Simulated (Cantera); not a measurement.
Feed: 1 mol Fe(CO)5, 72 mol N2, equilibrated at 948.15 K and 0.680 bar.

Equilibrium computed with Cantera from the NASA thermochemical tables; the gas is ideal and each condensed phase is pure. Candidate condensed phases: C, Fe, Fe(CO)5, FeO, Fe2O3, Fe3O4; 27 gas species. Condensed phases not in the tables: cementite and carbon dissolved in iron. Kinetics and transport are ignored.

Base state: N2 0.939, CO 0.0574, CO2 0.00391 (mole fractions); condensed: C(graphite) + Fe(α).

Question: What changes in the equilibrium state with this change: 1.9 mol CH4 added?

Answer: 
| species | before | after |
|---|---|---|
| N2 | 0.939 | 0.896 |
| CO | 0.0574 | 0.0538 |
| H2 | 0 | 0.0452 |
| H2O | 0 | 0.00160 |
| CH4 | 0 | 0.000238 |
| CO2 | 0.00391 | 0.00343 |
| C(graphite), mol | 0.300 | 2.28 |
| Fe(α), mol | 1.00 | 1.00 |
Further candidate phases: C6H6, C7H8, C8H18, Fe(OH)2, Fe(OH)3, H2O.

Question: What changes in the equilibrium state with this change: temperature from 948.15 K to 1075 K?

Answer: 
| species | before | after |
|---|---|---|
| N2 | 0.939 | 0.935 |
| CO | 0.0574 | 0.0642 |
| CO2 | 0.00391 | 0.000381 |
| C(graphite), mol | 0.300 | 0.0293 |
| Fe(α), mol | 1.00 | 1.00 |

Question: What changes in the equilibrium state with this change: Fe(CO)5 replaced by PbO?

Answer: 
```tsv
species	before	after
N2	0.939	1.00
CO	0.0574	0
CO2	0.00391	0
C(graphite), mol	0.300	0
Fe(α), mol	1.00	0
PbO(yellow), mol	0	1.000
```
Further candidate phases: Pb, PbO, PbO2, Pb3O4.
